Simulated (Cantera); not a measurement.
Feed: 1 mol Fe2O3, 5.1 mol CH4, 0.029 mol CO, held at 2125 K and 2.70 Torr.

Equilibrium computed with Cantera from the NASA thermochemical tables; the gas is ideal and each condensed phase is pure. Candidate condensed phases: C, C6H6, C7H8, C8H18, Fe, Fe(CO)5, FeO, Fe(OH)2, Fe(OH)3, Fe2O3, Fe3O4, H2O; 114 gas species. The numbers say what is thermodynamically allowed, not how fast it happens.

Base state: H2 0.629, CO 0.194, Fe 0.128, H 0.0480, C2H2 (acetylene) 0.00105 (mole fractions); condensed: C(graphite).

What changes in the equilibrium state with this change: temperature from 2125 K to 1773 K?


| species | before | after |
|---|---|---|
| H2 | 0.629 | 0.763 |
| CO | 0.194 | 0.227 |
| Fe | 0.128 | 0.00549 |
| H | 0.0480 | 0.00414 |
| C2H2 (acetylene) | 0.00105 | 0.000107 |
| C(graphite), mol | 2.07 | 2.10 |
| Fe(δ), mol | 0 | 1.93 |
Iron dissolves carbon and melts from about 1420 K in contact with it, which pure phases cannot show. Condensed phases not in the tables: cementite and carbon dissolved in iron.

What changes in the equilibrium state with this change: CH4 from 5.1 to 0.49 mol?


```json
[
 {"species": "H2O", "before": "3.23e-8", "after": "0.332"},
 {"species": "CO", "before": "0.194", "after": "0.228"},
 {"species": "H2", "before": "0.629", "after": "0.214"},
 {"species": "CO2", "before": "1.98e-9", "after": "0.0703"},
 {"species": "H", "before": "0.0480", "after": "0.0280"},
 {"species": "Fe", "before": "0.128", "after": "0.116"},
 {"species": "OH", "before": "<1e-9", "after": "0.00539"},
 {"species": "FeO", "before": "<1e-9", "after": "0.00476"},
 {"species": "C2H2 (acetylene)", "before": "0.00105", "after": "<1e-9"},
 {"species": "O", "before": "<1e-9", "after": "0.000500"},
 {"species": "C(graphite), mol", "before": "2.07", "after": "0"},
 {"species": "FeO(l), mol", "before": "0", "after": "1.79"}
]
```
The tables' stoichiometric FeO is somewhat more stable than real wüstite, so its field is too wide. FeO: taken at fixed stoichiometry.

What changes in the equilibrium state with this change: pressure from 2.70 Torr to 323 Torr?


```tsv
species	before	after
H2	0.629	0.763
CO	0.194	0.228
H	0.0480	0.00484
Fe	0.128	0.00316
CH4	4.42e-7	7.78e-5
C2H2 (acetylene)	0.00105	0.00128
C(graphite), mol	2.07	2.06
Fe(l), mol	0	1.96
```
Iron dissolves carbon and melts from about 1420 K in contact with it, which pure phases cannot show. Condensed phases not in the tables: cementite and carbon dissolved in iron.
